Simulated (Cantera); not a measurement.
What does this Cantera script print?

```python
import numpy as np
import cantera as ct

gas = ct.Solution("gri30.yaml")
gas.TPX = 1525, 100000, {'H2': 1, 'O2': 0.746, 'N2': 2.81, 'H2O': 0.41}
reactor = ct.IdealGasReactor(gas, energy="on", clone=False)
net = ct.ReactorNet([reactor])
net.rtol, net.atol = 1e-08, 1e-16
show = ['H2', 'O2', 'H2O', 'HO2', 'NO2']
times = np.geomspace(8e-06, 0.1, 11)

steps = ct.SolutionArray(gas, extra=["t"])
rows = []
print(f"{'t/s':>10s}{'T/K':>9s}{'P/Pa':>11s}" + "".join(f"{s:>11s}" for s in show))
for t in times:
    while net.time < t:
        t_next = net.step()
        steps.append(gas.state, t=t_next)
    rows.append([np.interp(t, steps.t, y) for y in (steps.T, steps.P, *steps(*show).X.T)])
    print(f"{t:10.3e}{rows[-1][0]:9.1f}{rows[-1][1]:11.4g}" + "".join(f"{x:11.3e}" for x in rows[-1][2:]))
rate = np.gradient(steps.T, steps.t)
print("integrator steps:", len(steps.t))
if steps.T.max() > steps.T[0] + 200:
    print(f"time of steepest temperature rise: {steps.t[rate.argmax()]:.4e} s")
gas.TPX = 1525, 100000, {'H2': 1, 'O2': 0.746, 'N2': 2.81, 'H2O': 0.41}
gas.equilibrate("UV")
print(f"equilibrium (UV): T = {gas.T:.1f} K  " + "  ".join(f"{s} {gas[s].X[0]:.3e}" for s in show))
```

Result:

```
       t/s      T/K       P/Pa         H2         O2        H2O        HO2        NO2
 8.000e-06   1525.7      1e+05  2.003e-01  1.497e-01  8.329e-02  2.803e-05  3.452e-15
 2.055e-05   2045.7  1.301e+05  3.794e-02  6.187e-02  2.180e-01  2.853e-05  3.141e-09
 5.278e-05   2605.8  1.594e+05  2.378e-02  5.381e-02  2.572e-01  1.398e-05  5.046e-08
 1.356e-04   2757.7  1.669e+05  1.728e-02  5.185e-02  2.712e-01  1.720e-05  3.971e-07
 3.482e-04   2756.6  1.668e+05  1.723e-02  5.101e-02  2.715e-01  1.696e-05  1.245e-06
 8.944e-04   2751.8  1.665e+05  1.724e-02  4.929e-02  2.720e-01  1.637e-05  2.982e-06
 2.297e-03   2745.6   1.66e+05  1.725e-02  4.707e-02  2.726e-01  1.561e-05  5.143e-06
 5.901e-03   2743.2  1.659e+05  1.726e-02  4.623e-02  2.728e-01  1.532e-05  5.940e-06
 1.516e-02   2743.1  1.658e+05  1.726e-02  4.621e-02  2.728e-01  1.531e-05  5.966e-06
 3.893e-02   2743.1  1.658e+05  1.726e-02  4.621e-02  2.728e-01  1.531e-05  5.967e-06
 1.000e-01   2743.1  1.658e+05  1.726e-02  4.621e-02  2.728e-01  1.531e-05  5.967e-06
integrator steps: 1208
time of steepest temperature rise: 1.3671e-05 s
equilibrium (UV): T = 2743.1 K  H2 1.726e-02  O2 4.621e-02  H2O 2.728e-01  HO2 1.531e-05  NO2 5.967e-06
```

Computed with Cantera and GRI-Mech 3.0 (53 species, 325 reactions).
